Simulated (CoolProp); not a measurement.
A single-stage vapour-compression cycle with chlorine: evaporating at 204.15 K (dew point), condensing at 245.15 K (bubble point), superheat 5 K, subcooling 0 K, compressor efficiency 0.7, no pressure losses. Each further row changes one setting.

Values from CoolProp's reference Helmholtz-energy equation of state, Thol 2021.

```csv
case,cooling COP,pressure ratio,discharge temperature (K),refrigerating effect (kJ/kg),volumetric capacity (kJ/m³)
as stated,2.79,8.18,411.3,?,177
evaporating temperature 209.15 K,3.36,6.02,384.3,272,237
condensing temperature 240.15 K,3.26,6.61,386.6,274,180
subcooling 5 K,?,8.18,411.3,274,180
superheat 15 K,?,8.18,?,274,?
```

Complete the blanks.


- as stated, refrigerating effect (kJ/kg): 270
- subcooling 5 K, cooling COP: 2.84
- superheat 15 K, cooling COP: 2.72
- superheat 15 K, discharge temperature (K): 429.2
- superheat 15 K, volumetric capacity (kJ/m³): 171
